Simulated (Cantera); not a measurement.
A freely propagating, adiabatic, planar premixed flame of H₂ : O₂ : N₂ = 1 : 0.455 : 1.71 (molar parts), equivalence ratio 1.1, unburnt at 475 K and 2.60 bar; mixture-averaged transport, grid criteria slope 0.08 and curve 0.16, no radiation.

Model: the H2/O2 subset of GRI-Mech 3.0, which has no nitrogen chemistry, integrated in Cantera. The hydrogen kinetics of GRI-Mech 3.0 are dated; newer H2 mechanisms differ, most at raised pressure. Burning velocities carry a grid error of a few per cent, more on coarse grids.

**Question.** What does this change do: inlet temperature 475 to 498 K?

**Answer.** 
```json
[
 {"quantity": "laminar burning velocity", "before": "531 cm/s", "after": "577 cm/s"},
 {"quantity": "thermal thickness", "before": "0.122 mm", "after": "0.125 mm"},
 {"quantity": "peak x(H₂O₂)", "before": "7.64e-5", "after": "6.79e-5"},
 {"quantity": "peak x(H)", "before": "0.0450", "after": "0.0463"},
 {"quantity": "peak x(O)", "before": "0.00894", "after": "0.00923"},
 {"quantity": "peak x(HO₂)", "before": "0.000738", "after": "0.000716"}
]
```
